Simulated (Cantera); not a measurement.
Input: 1 mol Si, 2.4 mol HBr, 0.84 mol H2, at 120 Pa.

These are equilibrium values from Cantera (NASA tables, ideal gas, pure condensed phases), not measurements of a reactor. Candidate condensed phases: Br2, Si; 19 gas species. The tables' values for SiBr3 are old estimates; treat these amounts as uncertain. Equilibrium is a limit: real reactors are often held back by kinetics, nucleation or transport.

Problem. At 798 K, list the 4 most abundant gas species with their mole fractions, and the condensed phases.

Solution. H2 0.759, SiBr4 0.218, HBr 0.0180, SiHBr3 0.00445. Condensed: Si(s).
